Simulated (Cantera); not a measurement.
Silicon oxide and oxynitride deposition: SiH2Cl2 + N2O + N2

Charge: 1 mol SiH2Cl2, 0.17 mol N2O, a varied amount of N2, equilibrated at 1350 °C and 75.0 Torr.

These are equilibrium values from Cantera (NASA tables, ideal gas, pure condensed phases), not measurements of a reactor. Candidate condensed phases: H2O, NH4Cl, Si, SiO2, Si2N2O, Si3N4; 47 gas species. Mutual solubility and eutectic melting of coexisting phases are not modelled. The tables' values for SiCl3 are old estimates; treat these amounts as uncertain. Equilibrium is a limit: real reactors are often held back by kinetics, nucleation or transport.

```
n(N2) (mol)   x N2   x HCl     x H2  x SiCl2   x SiCl3   x SiCl4  x SiHCl3  n Si2N2O(s)  n Si3N4(s)
-----------  -----  ------  -------  -------  --------  --------  --------  -----------  ----------
9.8          0.832  0.0967   0.0381   0.0262   0.00493   0.00216  0.000132        0.170      0.0913
12           0.858  0.0821   0.0315   0.0223   0.00392   0.00160   9.55e-5        0.170      0.0918
14           0.876  0.0722   0.0273   0.0197   0.00327   0.00127   7.42e-5        0.170      0.0922
16           0.890  0.0645   0.0240   0.0177   0.00279   0.00103   5.94e-5        0.170      0.0925
19           0.906  0.0555   0.0203   0.0153   0.00226  0.000781   4.43e-5        0.170      0.0928
23           0.921  0.0469   0.0169   0.0130   0.00178  0.000570   3.18e-5        0.169      0.0930
27           0.932  0.0406   0.0144   0.0113   0.00145  0.000436   2.40e-5        0.169      0.0932
32           0.942  0.0348   0.0122  0.00975   0.00117  0.000326   1.77e-5        0.169      0.0934
38           0.950  0.0297   0.0103  0.00837  0.000930  0.000241   1.29e-5        0.169      0.0936
45           0.958  0.0253  0.00868  0.00719  0.000742  0.000179   9.50e-6        0.169      0.0937
53           0.964  0.0217  0.00737  0.00619  0.000595  0.000133   7.01e-6        0.169      0.0938
63           0.969  0.0184  0.00620  0.00528  0.000470   9.74e-5   5.08e-6        0.169      0.0940
75           0.974  0.0156  0.00521  0.00450  0.000369   7.08e-5   3.66e-6        0.168      0.0941
```
x: gas mole fraction; n: condensed amount in mol.

From 9.8 mol N2 to 75 mol N2 the condensed part is Si2N2O(s) + Si3N4(s). The main Si-bearing gas is SiCl2 throughout.
